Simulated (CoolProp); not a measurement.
A single-stage vapour-compression cycle with the fluid: evaporating at 303.15 K (dew point), condensing at 345.15 K (bubble point), superheat 0 K, subcooling 2 K, compressor efficiency 0.85, no pressure losses. The same conditions are run with several fluids, on thermodynamics alone (safety and materials aside).

Model: reference Helmholtz-energy equation of state of each fluid (isobutane: Bücker 2006; R124: de Vries 1995; R22: Kamei 1995; R227EA: Lemmon 2016; benzene: Thol 2012; R1233zd(E): Akasaka 2022), in CoolProp.

| fluid | cooling COP | pressure ratio | discharge temperature (K) | refrigerating effect (kJ/kg) | volumetric capacity (kJ/m³) |
|---|---|---|---|---|---|
| isobutane | 4.74 | 2.81 | 345.1 | [?] | 2290 |
| R124 | [?] | 2.97 | 345.2 | 95.2 | [?] |
| R22 | 4.44 | 2.62 | 365.0 | 121 | 6160 |
| R227EA | 3.92 | 2.95 | 345.1 | [?] | 2420 |
| benzene | 5.55 | [?] | 359.6 | 358 | 178 |
| R1233zd(E) | 5.12 | [?] | 345.2 | [?] | 1180 |

Complete the blanks.


- isobutane, refrigerating effect (kJ/kg): 218
- R124, cooling COP: 4.67
- R124, volumetric capacity (kJ/m³): 2610
- R227EA, refrigerating effect (kJ/kg): 57.5
- benzene, pressure ratio: 4.93
- R1233zd(E), pressure ratio: 3.47
- R1233zd(E), refrigerating effect (kJ/kg): 139

The compression ends wet for: isobutane; R124; R227EA; R1233zd(E).
